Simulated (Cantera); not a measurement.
## Reactions in the system N-O-Zr

Cantera with NASA thermochemical tables; ideal gases at 1 bar, condensed phases pure. Values are per mole of reaction as written; species without (g) are pure solids or liquids, kept so even where they would boil at 1 bar. ZrN: taken at fixed stoichiometry.

3 ZrO₂ + 3 NO₂(g) = 4 O₃(g) + 3 ZrN

```tsv
T (K)	ΔH° (kJ)	ΔS° (J/K)	ΔG° (kJ)	log10 K
748	2660.1	198.7	2511.5	-175.38
848	2659.8	198.3	2491.7	-153.48
948	2659.3	197.8	2471.9	-136.20
1048	2658.8	197.3	2452.1	-122.22
1148	2658.0	196.5	2432.4	-110.67
1248	2657.1	195.7	2412.8	-100.98
1348	2656.1	194.9	2393.3	-92.74
1448	2655.2	194.4	2373.8	-85.63
```
